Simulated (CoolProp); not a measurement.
Properties of fluoroethane (R161) along the isobar 0.101 MPa.

Model: reference Helmholtz-energy equation of state, Wu 2012, in CoolProp.

```
T (K)  phase  isothermal compressibility (1/MPa)  fugacity coefficient
-----  -----  ----------------------------------  --------------------
272      gas                               10.12                0.9793
281.9    gas                               10.09                0.9816
291.7    gas                               10.07                0.9836
301.6    gas                               10.05                0.9853
311.4    gas                               10.04                0.9868
321.3    gas                               10.02                0.9881
331.2    gas                               10.01                0.9893
341      gas                               10.00                0.9902
350.9    gas                               9.991                0.9911
360.8    gas                               9.983                0.9919
370.6    gas                               9.976                0.9926
380.5    gas                               9.969                0.9932
390.3    gas                               9.964                0.9937
400.2    gas                               9.959                0.9942
410.1    gas                               9.954                0.9947
419.9    gas                               9.950                0.9951
```
